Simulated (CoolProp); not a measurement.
Vapour-liquid equilibrium of R143a (1) + fluoroethane (R161) (2) at 0.0846 MPa; x and y are mole fractions of (1).

Values from CoolProp's multi-fluid Helmholtz-energy mixture model, Lemmon and Jacobsen 2000 and Wu 2012; pair parameters Bell 2016.

**Question.** Give the bubble temperature and the first vapour's composition at x = 0.05, 0.2, 0.35. Is there an azeotrope?

**Answer.** x = 0.05: 231.0 K, y = 0.080; x = 0.2: 229.1 K, y = 0.288; x = 0.35: 227.5 K, y = 0.461. No azeotrope shows between x = 0.05 and 0.95.

Pair parameters are fitted to limited data, so mixtures are less certain than the pure fluids.
